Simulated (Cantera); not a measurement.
Feed: 1 mol V2O5, a varied amount of H2, 0.49 mol H2O, at 1452 °C and 11.0 Pa.

Cantera equilibrium calculation (NASA polynomials, part measured and part estimated; ideal gas, pure solids and liquids). Candidate condensed phases: H2O, V, VO, V2O3, V2O4, V2O5; 12 gas species. VO: taken at fixed stoichiometry. Equilibrium is a limit: real reactors are often held back by kinetics, nucleation or transport.

Task: At 1100 mol H2, list the 5 most abundant gas species with their mole fractions, and the condensed phases.

Result: H2 0.979, H 0.0175, H2O 0.00291, VO2 0.000232, VO 0.000121. Condensed: VO(s).
